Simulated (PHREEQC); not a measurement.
Solution (75 °C): 0.0089 mol/kgw HNO3, 0.0021 mol/kgw KNO3 and 4.8e-06 mol/kgw CO2. Closed to the air; pH follows from the charge balance.

The numbers come from PHREEQC with the ion-association model, phreeqc.dat.

No solid was allowed to form.

Question: Estimate the pH, specific conductance.

Answer: pH 2.10; specific conductance 8810 µS/cm.

Species that the database lacks are ignored. At this temperature some constants are extrapolated from 25 °C, and those without enthalpy data are left unchanged.
